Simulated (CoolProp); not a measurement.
Properties of R1224YDZ at several states.

Values from CoolProp's reference Helmholtz-energy equation of state, Akasaka 2023.

```csv
T (K),p (bar),phase,density (kg/m³),cv (kJ/(kg K)),speed of sound (m/s),Joule-Thomson coefficient (K/MPa),expansivity (1/kK)
216,0.212,liquid,1567,0.7146,946.9,-0.4163,1.525
465.1,2.12,gas,8.278,0.9512,163.7,7.254,2.281
256.8,121,liquid,1494,0.7626,840.0,-0.3851,1.516
207.5,0.134,liquid,1587,0.7076,984.1,-0.4248,1.501
382.8,1.88,gas,9.038,0.8489,147.4,13.39,2.901
396.3,9.08,gas,47.51,0.8979,134.9,14.12,4.237
```
